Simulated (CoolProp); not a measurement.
Vapour-liquid equilibrium of dimethyl carbonate (1) + n-octane (2) at 0.0435 MPa; x and y are mole fractions of (1).

Values from CoolProp's multi-fluid Helmholtz-energy mixture model, Zhou 2011 and Beckmüller 2019; pair parameters Bell 2016.

```csv
x,"bubble temperature, mixture model (°C)","bubble temperature, Raoult's law (°C)","y, mixture model","y, Raoult's law"
0.05,87.0,94.9,0.335,0.135
0.2,[?],87.7,0.666,0.432
0.35,[?],82.0,0.749,0.625
0.5,65.4,77.2,[?],0.758
0.65,64.7,73.2,0.797,0.855
0.8,64.3,69.7,0.827,0.928
0.95,[?],66.6,[?],0.984
```

Question: Fill in the missing entries.

Answer: 
- 0.2, bubble temperature, mixture model (°C): 71.8
- 0.35, bubble temperature, mixture model (°C): 66.9
- 0.5, y, mixture model: 0.779
- 0.95, bubble temperature, mixture model (°C): 64.8
- 0.95, y, mixture model: 0.924

The largest gap from Raoult's law is -15.9 K in bubble temperature, at x = 0.2. y crosses x between x = 0.8 and 0.95: the model has an azeotrope there.

The pair parameters rest on a limited set of measurements; away from them the model extrapolates.
